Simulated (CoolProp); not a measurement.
CH2F2 (R32) along the isobar 0.101 MPa: fugacity coefficient from the reference equation and from simpler models built on Tc = 78.1 °C, pc = 5.783 MPa, ω = 0.277; each cubic takes its own stable root.

Values from CoolProp's reference Helmholtz-energy equation of state, Tillner-Roth 1997.

| T (°C) | phase | reference | van der Waals | Redlich-Kwong | Soave-Redlich-Kwong |
|---|---|---|---|---|---|
| -103.45 | liquid | 0.02743 | 0.9730 | 0.07929 | 0.02414 |
| -78.35 | liquid | 0.2044 | 0.9800 | 0.4814 | 0.1926 |
| -53.15 | liquid | 0.8936 | 0.9847 | 0.9784 | 0.8845 |
| -28.05 | gas | 0.9740 | 0.9880 | 0.9838 | 0.9820 |
| -2.95 | gas | 0.9823 | 0.9904 | 0.9876 | 0.9864 |
| 22.15 | gas | 0.9873 | 0.9922 | 0.9903 | 0.9896 |
| 47.25 | gas | 0.9906 | 0.9935 | 0.9923 | 0.9920 |
| 72.45 | gas | 0.9928 | 0.9946 | 0.9938 | 0.9937 |

At some of these states van der Waals, Redlich-Kwong gives the other phase, because its saturation line lies elsewhere.
